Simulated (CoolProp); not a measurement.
Aqueous propylene glycol as a coolant, 33 % by mass, freezing at -14.8 °C, 1 atm.

Values from CoolProp's Melinder's fits for secondary coolants.

| T (°C) | density (kg/m³) | Prandtl number | conductivity (W/(m K)) | viscosity (mPa s) |
|---|---|---|---|---|
| -10.3 | 1038 | 137 | 0.409 | ? |
| -3.3 | 1036 | ? | 0.414 | 9.95 |
| 3.8 | 1034 | 61.4 | ? | ? |
| 10.8 | ? | 43.8 | 0.424 | 4.90 |
| 17.9 | 1027 | 32.1 | 0.429 | 3.62 |
| 25 | 1024 | ? | ? | 2.77 |
| 32 | 1020 | 19.1 | ? | 2.19 |

Question: Complete the blanks.

Answer: 
- -10.3, viscosity (mPa s): 15.0
- -3.3, Prandtl number: 90.1
- 3.8, conductivity (W/(m K)): 0.419
- 3.8, viscosity (mPa s): 6.83
- 10.8, density (kg/m³): 1031
- 25, Prandtl number: 24.4
- 25, conductivity (W/(m K)): 0.435
- 32, conductivity (W/(m K)): 0.440
